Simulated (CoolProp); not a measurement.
Properties of tetradecamethylhexasiloxane (MD4M) along the isotherm 346.85 °C.

Computed with CoolProp (reference Helmholtz-energy equation of state, Thol 2019).

```json
[
 {"p (MPa)": "0.138", "phase": "gas", "density (kg/m³)": "13.45", "cv (kJ/(kg K))": "2.074", "isothermal compressibility (1/MPa)": "7.974"},
 {"p (MPa)": "0.276", "phase": "gas", "density (kg/m³)": "30.16", "cv (kJ/(kg K))": "2.084", "isothermal compressibility (1/MPa)": "4.579"},
 {"p (MPa)": "0.414", "phase": "gas", "density (kg/m³)": "53.11", "cv (kJ/(kg K))": "2.097", "isothermal compressibility (1/MPa)": "3.856"},
 {"p (MPa)": "0.552", "phase": "liquid", "density (kg/m³)": "488.2", "cv (kJ/(kg K))": "2.117", "isothermal compressibility (1/MPa)": "0.1285"},
 {"p (MPa)": "0.69", "phase": "liquid", "density (kg/m³)": "496.1", "cv (kJ/(kg K))": "2.116", "isothermal compressibility (1/MPa)": "0.1055"},
 {"p (MPa)": "0.829", "phase": "liquid", "density (kg/m³)": "502.8", "cv (kJ/(kg K))": "2.115", "isothermal compressibility (1/MPa)": "0.08986"},
 {"p (MPa)": "0.967", "phase": "liquid", "density (kg/m³)": "508.7", "cv (kJ/(kg K))": "2.115", "isothermal compressibility (1/MPa)": "0.07856"},
 {"p (MPa)": "1.1", "phase": "liquid", "density (kg/m³)": "513.7", "cv (kJ/(kg K))": "2.114", "isothermal compressibility (1/MPa)": "0.07020"},
 {"p (MPa)": "1.24", "phase": "liquid", "density (kg/m³)": "518.5", "cv (kJ/(kg K))": "2.114", "isothermal compressibility (1/MPa)": "0.06323"}
]
```
